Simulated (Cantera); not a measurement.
A Cantera script and its output.

```python
import numpy as np
import cantera as ct

gas = ct.Solution("gri30.yaml")
gas.TPX = 1573, 1500000, {'CH4': 1, 'H2': 0.23, 'O2': 3.92, 'N2': 14.7}
reactor = ct.IdealGasConstPressureReactor(gas, energy="on", clone=False)
net = ct.ReactorNet([reactor])
net.rtol, net.atol = 1e-08, 1e-16
show = ['CH4', 'H2', 'O2', 'HCO', 'N2O']
times = np.geomspace(1e-06, 1, 15)

steps = ct.SolutionArray(gas, extra=["t"])
rows = []
print(f"{'t/s':>10s}{'T/K':>9s}{'P/Pa':>11s}" + "".join(f"{s:>11s}" for s in show))
for t in times:
    while net.time < t:
        t_next = net.step()
        steps.append(gas.state, t=t_next)
    rows.append([np.interp(t, steps.t, y) for y in (steps.T, steps.P, *steps(*show).X.T)])
    print(f"{t:10.3e}{rows[-1][0]:9.1f}{rows[-1][1]:11.4g}" + "".join(f"{x:11.3e}" for x in rows[-1][2:]))
rate = np.gradient(steps.T, steps.t)
print("integrator steps:", len(steps.t))
if steps.T.max() > steps.T[0] + 200:
    print(f"time of steepest temperature rise: {steps.t[rate.argmax()]:.4e} s")
gas.TPX = 1573, 1500000, {'CH4': 1, 'H2': 0.23, 'O2': 3.92, 'N2': 14.7}
gas.equilibrate("HP")
print(f"equilibrium (HP): T = {gas.T:.1f} K  " + "  ".join(f"{s} {gas[s].X[0]:.3e}" for s in show))
```

Result:

```
       t/s      T/K       P/Pa        CH4         H2         O2        HCO        N2O
 1.000e-06   1573.0    1.5e+06  5.037e-02  1.159e-02  1.975e-01  5.314e-12  2.018e-11
 2.683e-06   1573.0    1.5e+06  5.036e-02  1.158e-02  1.975e-01  7.338e-11  1.313e-10
 7.197e-06   1573.4    1.5e+06  5.017e-02  1.154e-02  1.973e-01  4.217e-09  1.216e-09
 1.931e-05   1606.7    1.5e+06  4.472e-02  1.130e-02  1.929e-01  9.785e-07  2.307e-08
 5.179e-05   2610.7    1.5e+06  1.452e-16  9.253e-04  8.960e-02  1.551e-09  3.287e-06
 1.389e-04   2609.0    1.5e+06  7.212e-18  9.200e-04  8.912e-02  1.525e-09  3.277e-06
 3.728e-04   2604.7    1.5e+06  6.971e-18  9.092e-04  8.794e-02  1.479e-09  3.261e-06
 1.000e-03   2596.2    1.5e+06  6.501e-18  8.883e-04  8.561e-02  1.390e-09  3.261e-06
 2.683e-03   2586.3    1.5e+06  5.979e-18  8.646e-04  8.293e-02  1.294e-09  3.302e-06
 7.197e-03   2582.9    1.5e+06  5.805e-18  8.565e-04  8.200e-02  1.262e-09  3.326e-06
 1.931e-02   2582.8    1.5e+06  5.801e-18  8.563e-04  8.197e-02  1.261e-09  3.326e-06
 5.179e-02   2582.8    1.5e+06  5.801e-18  8.563e-04  8.197e-02  1.261e-09  3.326e-06
 1.389e-01   2582.8    1.5e+06  5.801e-18  8.563e-04  8.197e-02  1.261e-09  3.326e-06
 3.728e-01   2582.8    1.5e+06  5.801e-18  8.563e-04  8.197e-02  1.261e-09  3.326e-06
 1.000e+00   2582.8    1.5e+06  5.801e-18  8.563e-04  8.197e-02  1.261e-09  3.326e-06
integrator steps: 1666
time of steepest temperature rise: 2.8212e-05 s
equilibrium (HP): T = 2582.8 K  CH4 8.337e-18  H2 8.563e-04  O2 8.197e-02  HCO 1.261e-09  N2O 3.326e-06
```

Computed with Cantera and GRI-Mech 3.0 (53 species, 325 reactions). The pressure lies above the range GRI-Mech 3.0 was tuned for (to about 10 atm).
